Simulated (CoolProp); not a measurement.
A simple Rankine cycle with R152A: condensing at 331.15 K, boiler at 3.42 MPa, turbine inlet 386.9 K, turbine efficiency 0.8, pump efficiency 0.8, no recuperator. Each further row changes one setting.

The numbers come from the reference Helmholtz-energy equation of state, Outcalt 1996 in CoolProp. It is a modified Benedict-Webb-Rubin equation, recast in Helmholtz form.

```csv
case,thermal efficiency (%),net work (kJ/kg),heat in (kJ/kg),turbine exit temperature (K),volume ratio over the turbine
as stated,7.3,19.4,267,340.6,2.56
turbine inlet 406.9 K,7.6,23.1,305,364.3,2.47
condensing temperature 323.15 K,8.6,24.2,282,331.8,3.12
boiler pressure 2.39 MPa,4.8,14.0,294,362.9,1.69
turbine efficiency 0.7,6.2,16.6,267,342.4,2.59
```
